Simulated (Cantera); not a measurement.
Cantera run:

```python
import numpy as np
import cantera as ct

gas_names = """
    CL FeCL3
""".split()
cond_names = """
    FeCL2(s) FeCL2(L)
""".split()


# ... load() reads the species with a 1 bar reference pressure and builds the phases ...
species = {s.name: s for s in load("nasa_gas.yaml", gas_names) + load("nasa_condensed.yaml", cond_names)}
# Each term lists the table entries of one substance; the one whose range holds T is used.
reactions = {
    'Cl(g) + FeCl2 = FeCl3(g)':
        [(-1, ['CL']), (-1, ['FeCL2(s)', 'FeCL2(L)']), (1, ['FeCL3'])],
}


def pick(names, T):
    return next(species[n] for n in names if species[n].thermo.min_temp <= T <= species[n].thermo.max_temp)


results = []
for label, terms in reactions.items():
    print(label)
    print("     T/K   dH/kJ  dS/(J/K)   dG/kJ   log10 K")
    for T in [573, 623, 673, 723, 773, 823, 873]:
        used = [(nu, pick(names, T)) for nu, names in terms]
        dH = sum(nu * s.thermo.h(T) for nu, s in used) / 1e6
        dS = sum(nu * s.thermo.s(T) for nu, s in used) / 1e3
        dG = dH - T * dS / 1e3
        logK = -dG * 1e6 / (ct.gas_constant * T * np.log(10))
        results.append((label, T, dH, dS, dG, logK, [s.name for _, s in used]))
        print(f"{T:8g} {dH:8.1f} {dS:8.1f} {dG:8.1f} {logK:8.2f}")
```

Result:

```
Cl(g) + FeCl2 = FeCl3(g)
     T/K   dH/kJ  dS/(J/K)   dG/kJ   log10 K
     573    -38.8     46.5    -65.4     5.96
     623    -40.0     44.5    -67.7     5.67
     673    -41.2     42.6    -69.9     5.42
     723    -42.5     40.8    -71.9     5.20
     773    -43.7     39.1    -73.9     5.00
     823    -45.0     37.5    -75.8     4.81
     873    -46.3     35.9    -77.7     4.65
```

Standard-state values (1 bar) from the NASA 1993 polynomials, evaluated with Cantera. Condensed species are held in their standard states even where they would react or evaporate.
